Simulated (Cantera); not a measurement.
An isothermal, constant-pressure homogeneous reactor starts with CH4 : CO2 : H2 = 1 : 0.6 : 0.12 (molar parts), at 1400 K and 1.60 bar. Integrator tolerance rtol = 1e-08.

Model: GRI-Mech 3.0 (53 species, 325 reactions), integrated in Cantera. GRI-Mech 3.0 stops at C3 and has no aromatics, soot or wall deposition, so with more carbon than oxygen in the feed, carbon stays in small species such as C2H2 where larger ones or solid carbon would form.

Q: What does this change do: temperature 1400 to 2050 K?

A: 
| quantity | before | after |
|---|---|---|
| x(CH4) at 4.00 s | 0.252 (gas-phase equilibrium 0.113) | 0.00193 (gas-phase equilibrium 0.00193) |
| x(CO2) at 4.00 s | 0.145 (gas-phase equilibrium 5.95e-6) | 4.26e-7 (gas-phase equilibrium 4.27e-7) |
| x(H2) at 4.00 s | 0.223 (gas-phase equilibrium 0.472) | 0.575 (gas-phase equilibrium 0.575) |
| x(C2H) at 4.00 s | 4.78e-10 (gas-phase equilibrium 3.58e-11) | 3.10e-6 (gas-phase equilibrium 3.10e-6) |
| x(CH2CO) at 4.00 s | 1.16e-5 (gas-phase equilibrium 7.71e-7) | 5.74e-7 (gas-phase equilibrium 5.74e-7) |
| x(H) at 4.00 s | 1.33e-6 (gas-phase equilibrium 2.66e-6) | 0.00137 (gas-phase equilibrium 0.00137) |

Q: What does this change do: temperature 1400 to 1600 K?

A: 
```tsv
quantity	before	after
x(CH4) at 4.00 s	0.252 (gas-phase equilibrium 0.113)	0.0463 (gas-phase equilibrium 0.0390)
x(CO2) at 4.00 s	0.145 (gas-phase equilibrium 5.95e-6)	0.0115 (gas-phase equilibrium 1.27e-6)
x(H2) at 4.00 s	0.223 (gas-phase equilibrium 0.472)	0.487 (gas-phase equilibrium 0.541)
x(C2H) at 4.00 s	4.78e-10 (gas-phase equilibrium 3.58e-11)	1.44e-8 (gas-phase equilibrium 7.81e-9)
x(CH2CO) at 4.00 s	1.16e-5 (gas-phase equilibrium 7.71e-7)	6.14e-6 (gas-phase equilibrium 1.08e-6)
x(H) at 4.00 s	1.33e-6 (gas-phase equilibrium 2.66e-6)	3.02e-5 (gas-phase equilibrium 3.18e-5)
```

Q: What does this change do: pressure from 1.60 bar to 6.20 bar?

A: 
```
quantity                                               before                                      after
------------------  -----------------------------------------  -----------------------------------------
x(CH4) at 4.00 s          0.252 (gas-phase equilibrium 0.113)        0.264 (gas-phase equilibrium 0.132)
x(CO2) at 4.00 s        0.145 (gas-phase equilibrium 5.95e-6)      0.104 (gas-phase equilibrium 7.32e-5)
x(H2) at 4.00 s           0.223 (gas-phase equilibrium 0.472)        0.163 (gas-phase equilibrium 0.455)
x(C2H) at 4.00 s    4.78e-10 (gas-phase equilibrium 3.58e-11)  2.58e-10 (gas-phase equilibrium 1.88e-12)
x(CH2CO) at 4.00 s    1.16e-5 (gas-phase equilibrium 7.71e-7)    1.53e-5 (gas-phase equilibrium 9.47e-7)
x(H) at 4.00 s        1.33e-6 (gas-phase equilibrium 2.66e-6)    7.87e-7 (gas-phase equilibrium 1.33e-6)
```
